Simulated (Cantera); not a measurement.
What does this Cantera script print?

```python
import numpy as np
import cantera as ct

gas = ct.Solution("gri30.yaml")
gas.TPX = 1398, 44000, {'CH4': 1, 'H2': 0.3, 'O2': 2.4, 'N2': 6.74}
reactor = ct.IdealGasReactor(gas, energy="on", clone=False)
net = ct.ReactorNet([reactor])
net.rtol, net.atol = 1e-08, 1e-16
show = ['CH4', 'H2', 'O2', 'CO2', 'HCO', 'OH', 'NO']
times = np.geomspace(6e-06, 3, 15)

steps = ct.SolutionArray(gas, extra=["t"])
rows = []
print(f"{'t/s':>10s}{'T/K':>9s}{'P/Pa':>11s}" + "".join(f"{s:>11s}" for s in show))
for t in times:
    while net.time < t:
        t_next = net.step()
        steps.append(gas.state, t=t_next)
    rows.append([np.interp(t, steps.t, y) for y in (steps.T, steps.P, *steps(*show).X.T)])
    print(f"{t:10.3e}{rows[-1][0]:9.1f}{rows[-1][1]:11.4g}" + "".join(f"{x:11.3e}" for x in rows[-1][2:]))
rate = np.gradient(steps.T, steps.t)
print("integrator steps:", len(steps.t))
if steps.T.max() > steps.T[0] + 200:
    print(f"time of steepest temperature rise: {steps.t[rate.argmax()]:.4e} s")
gas.TPX = 1398, 44000, {'CH4': 1, 'H2': 0.3, 'O2': 2.4, 'N2': 6.74}
gas.equilibrate("UV")
print(f"equilibrium (UV): T = {gas.T:.1f} K  " + "  ".join(f"{s} {gas[s].X[0]:.3e}" for s in show))
```

Output:

```
       t/s      T/K       P/Pa        CH4         H2         O2        CO2        HCO         OH         NO
 6.000e-06   1398.0    4.4e+04  9.579e-02  2.874e-02  2.299e-01  1.764e-14  2.571e-15  4.191e-09  8.955e-18
 1.532e-05   1398.0    4.4e+04  9.579e-02  2.874e-02  2.299e-01  2.341e-13  2.147e-14  6.354e-09  4.124e-17
 3.911e-05   1398.0    4.4e+04  9.578e-02  2.874e-02  2.299e-01  3.422e-12  1.816e-13  1.268e-08  1.812e-16
 9.985e-05   1398.0    4.4e+04  9.578e-02  2.873e-02  2.299e-01  8.865e-11  2.063e-12  4.052e-08  1.099e-15
 2.549e-04   1398.0    4.4e+04  9.574e-02  2.872e-02  2.299e-01  8.882e-09  8.854e-11  3.008e-07  1.450e-14
 6.509e-04   1406.6  4.427e+04  9.385e-02  2.837e-02  2.287e-01  7.923e-06  7.320e-08  6.548e-06  1.977e-12
 1.662e-03   2874.4  9.523e+04  2.390e-15  2.341e-02  4.180e-02  4.458e-02  6.459e-08  3.435e-02  7.607e-03
 4.243e-03   2867.3  9.492e+04  2.527e-15  2.367e-02  3.892e-02  4.451e-02  6.395e-08  3.321e-02  1.516e-02
 1.083e-02   2867.2  9.491e+04  2.529e-15  2.367e-02  3.888e-02  4.451e-02  6.395e-08  3.319e-02  1.527e-02
 2.766e-02   2867.2  9.491e+04  2.529e-15  2.367e-02  3.888e-02  4.451e-02  6.395e-08  3.319e-02  1.527e-02
 7.061e-02   2867.2  9.491e+04  2.529e-15  2.367e-02  3.888e-02  4.451e-02  6.395e-08  3.319e-02  1.527e-02
 1.803e-01   2867.2  9.491e+04  2.529e-15  2.367e-02  3.888e-02  4.451e-02  6.395e-08  3.319e-02  1.527e-02
 4.602e-01   2867.2  9.491e+04  2.529e-15  2.367e-02  3.888e-02  4.451e-02  6.395e-08  3.319e-02  1.527e-02
 1.175e+00   2867.2  9.491e+04  2.529e-15  2.367e-02  3.888e-02  4.451e-02  6.395e-08  3.319e-02  1.527e-02
 3.000e+00   2867.2  9.491e+04  2.529e-15  2.367e-02  3.888e-02  4.451e-02  6.395e-08  3.319e-02  1.527e-02
integrator steps: 1859
time of steepest temperature rise: 1.1149e-03 s
equilibrium (UV): T = 2867.2 K  CH4 3.413e-15  H2 2.367e-02  O2 3.888e-02  CO2 4.451e-02  HCO 6.395e-08  OH 3.319e-02  NO 1.527e-02
```

Computed with Cantera and GRI-Mech 3.0 (53 species, 325 reactions).
